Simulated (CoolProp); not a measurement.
Carbon monoxide along the isobar 4700 kPa: density (kg/m³) from the reference equation and from simpler models built on Tc = 132.9 K, pc = 3498 kPa, ω = 0.050; each cubic takes its own stable root.

The numbers come from the reference Helmholtz-energy equation of state, Lemmon 2006 in CoolProp. It is a short technical equation, of lower accuracy than the large ones.

```
T (K)          phase  reference
-----  -------------  ---------
103.7         liquid      705.1
128.9         liquid      536.6
154.1  supercritical      155.3
179.4  supercritical      107.1
204.6  supercritical      86.23
229.8  supercritical      73.38
255    supercritical      64.37
280.3  supercritical      57.55
```

Q: How far does each simpler model (van der Waals, Redlich-Kwong, Soave-Redlich-Kwong) lie from the reference over these 8 states: mean and median of the absolute difference, and the worst?

A: 
- van der Waals: mean 9.6 %, median 3.5 %, worst -29.5 % at 103.7 K and 4700 kPa
- Redlich-Kwong: mean 1.8 %, median 0.8 %, worst -8.3 % at 128.9 K and 4700 kPa
- Soave-Redlich-Kwong: mean 1.9 %, median 0.9 %, worst -8.0 % at 128.9 K and 4700 kPa
